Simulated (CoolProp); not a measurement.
Vapour pressure (bar) of R1336mzz(Z): the reference equation beside estimates from Tc = 171.3 °C, pc = 29.04 bar, ω = 0.386. Clausius-Clapeyron is anchored at 40.35 °C with a constant enthalpy of vaporisation of 26.46 kJ/mol.

The numbers come from the reference Helmholtz-energy equation of state, McLinden 2020 in CoolProp.

```csv
T (°C),reference,Lee-Kesler,Clausius-Clapeyron,van der Waals,Soave-Redlich-Kwong,Peng-Robinson
40.35,1.296,1.297,1.296,6.048,1.296,1.295
54.95,2.096,2.106,2.036,7.589,2.106,2.093
69.65,3.241,3.263,3.086,9.375,3.271,3.238
84.25,4.802,4.835,4.509,11.39,4.863,4.803
98.85,6.875,6.918,6.395,13.67,6.983,6.890
113.45,9.565,9.610,8.833,16.21,9.733,9.607
128.15,13.01,13.05,11.94,19.04,13.25,13.09
142.75,17.31,17.35,15.78,22.13,17.59,17.44
```

Absolute difference from the reference over all 8 rows, mean and median: Lee-Kesler 0.4 and 0.5 %, Clausius-Clapeyron 5.7 and 6.5 %, van der Waals 149.7 and 118.0 %, Soave-Redlich-Kwong 1.2 and 1.4 %, Peng-Robinson 0.3 and 0.2 %.
